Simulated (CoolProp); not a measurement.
Ethylene along the isobar 3.81 MPa: fugacity coefficient from the reference equation and from simpler models built on Tc = 9.2 °C, pc = 5.042 MPa, ω = 0.087; each cubic takes its own stable root.

Values from CoolProp's reference Helmholtz-energy equation of state, Smukala 2000.

| T (°C) | phase | reference | van der Waals | Peng-Robinson |
|---|---|---|---|---|
| -152.25 | liquid | 0.0004756 | 0.01506 | ___ |
| -143.15 | liquid | 0.001356 | 0.02544 | 0.001468 |
| -133.95 | liquid | ___ | 0.04023 | 0.003518 |
| -124.85 | liquid | 0.007179 | ___ | ___ |
| -115.65 | liquid | 0.01402 | 0.08488 | ___ |
| -106.55 | liquid | 0.02494 | 0.1154 | ___ |
| -97.35 | liquid | 0.04156 | 0.1522 | 0.04165 |
| -88.15 | liquid | 0.06515 | 0.1948 | 0.06499 |
| -79.05 | liquid | 0.09655 | 0.2425 | 0.09602 |
| -69.85 | liquid | 0.1375 | 0.2961 | 0.1364 |
| -60.75 | liquid | 0.1876 | 0.3538 | ___ |
| -51.55 | liquid | 0.2485 | 0.4164 | 0.2461 |
| -42.45 | liquid | 0.3186 | 0.4817 | 0.3152 |

Complete the blanks.


- -152.25, Peng-Robinson: 0.0005336
- -133.95, reference: 0.003340
- -124.85, van der Waals: 0.05973
- -124.85, Peng-Robinson: 0.007416
- -115.65, Peng-Robinson: 0.01428
- -106.55, Peng-Robinson: 0.02516
- -60.75, Peng-Robinson: 0.1860
